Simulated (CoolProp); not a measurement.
Model: reference Helmholtz-energy equation of state, Lemmon 2022, in CoolProp.

**Question.** Give the vapour pressure (MPa), liquid cp (kJ/(kg K)), surface tension (mN/m), liquid viscosity (µPa s) of saturated R1234yf at 299.6, 309.7, 360.1 K.

**Answer.** 
| T (K) | p (MPa) | liquid cp (kJ/(kg K)) | surface tension (mN/m) | liquid viscosity (µPa s) |
|---|---|---|---|---|
| 299.6 | 0.711 | 1.40 | 5.99 | 143 |
| 309.7 | 0.932 | 1.45 | 4.79 | 126 |
| 360.1 | 2.90 | 3.02 | 0.289 | 59.3 |

Viscosity comes from a separate model (Bell 2016), an estimate that may be off by 10 % or more. Surface tension comes from a separate correlation (Mulero 2012).
